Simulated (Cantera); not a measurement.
A closed system holds: 1 mol B2H6, 2.6 mol N2, equilibrated at 2098 K and 34.0 Pa.

Equilibrium computed with Cantera from the NASA thermochemical tables; the gas is ideal and each condensed phase is pure. Candidate condensed phases: B, BN; 15 gas species. The feed counts by its element totals alone. The tables' values for BH2 are old estimates; treat these amounts as uncertain. The numbers say what is thermodynamically allowed, not how fast it happens.

Base state: H2 0.449, N2 0.437, H 0.112, B 0.00185, BH2 0.000359, BH 3.72e-5, BN 1.94e-5 (mole fractions); condensed: B(s).

What changes in the equilibrium state with this change: pressure from 34.0 Pa to 0.133 bar?


| species | before | after |
|---|---|---|
| H2 | 0.449 | 0.647 |
| N2 | 0.437 | 0.347 |
| H | 0.112 | 0.00678 |
| BH2 | 0.000359 | 5.24e-5 |
| B | 0.00185 | 4.79e-7 |
| BN | 1.94e-5 | 8.84e-8 |
| BH | 3.72e-5 | 2.28e-7 |
| B(s), mol | 1.99 | 0 |
| BN(s), mol | 0 | 2.00 |
